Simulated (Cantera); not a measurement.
An isothermal, constant-pressure homogeneous reactor starts with 9.62 % NH₃, 90.4 % H₂, at 2098 K and 101000 Pa.

Computed with Cantera and the gas-phase N/H chemistry of the illustrative SiF4/NH3 mechanism in the Surface Chemkin manual (1991). Walls and surfaces, which speed up NH3 decomposition in real reactors, are not modelled.

One state of this run: x NH₃ = 0.000185; x H₂ = 0.953; x H = 0.00300; x N₂H₂ = 2.08e-11; x NH = 1.59e-7; x NH₂ = 1.75e-6; x N₂ = 0.0437. x: mole fraction; the columns are a selection and need not sum to one.

Which value of t (s) does it belong to?
A. 0.825
B. 2.39
C. 0.0985
D. 0.0118

A, 0.825
